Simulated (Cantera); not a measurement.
Charge: 1 mol CH₃OH, 0.014 mol O₂, held at 1975 K and 100 Torr.

Equilibrium computed with Cantera from the NASA thermochemical tables; the gas is ideal and each condensed phase is pure. Candidate condensed phases: C, C₆H₆, C₇H₈, C₈H₁₈, H₂O; 110 gas species. Equilibrium is a limit: real reactors are often held back by kinetics, nucleation or transport.

Base state: H₂ 0.656, CO 0.332, H₂O 0.00837, H 0.00303, CO₂ 0.000943 (mole fractions); condensed: gas only.

What changes in the equilibrium state with this change: O₂ from 0.014 to 0.81 mol?


| species | before | after |
|---|---|---|
| H₂O | 0.00837 | 0.439 |
| CO | 0.332 | 0.233 |
| H₂ | 0.656 | 0.226 |
| CO₂ | 0.000943 | 0.100 |
| OH | 3.69e-6 | 0.000329 |
| H | 0.00303 | 0.00178 |

What changes in the equilibrium state with this change: CH₃OH replaced by C₂H₂?


```json
[
 {"species": "H₂", "before": "0.656", "after": "0.968"},
 {"species": "CO", "before": "0.332", "after": "0.0272"},
 {"species": "H", "before": "0.00303", "after": "0.00369"},
 {"species": "H₂O", "before": "0.00837", "after": "4.55e-7"},
 {"species": "C₂H₂ (acetylene)", "before": "<1e-9", "after": "0.000629"},
 {"species": "CO₂", "before": "0.000943", "after": "2.84e-9"},
 {"species": "CH₄", "before": "1.17e-8", "after": "5.68e-5"},
 {"species": "C(graphite), mol", "before": "0", "after": "1.97"}
]
```
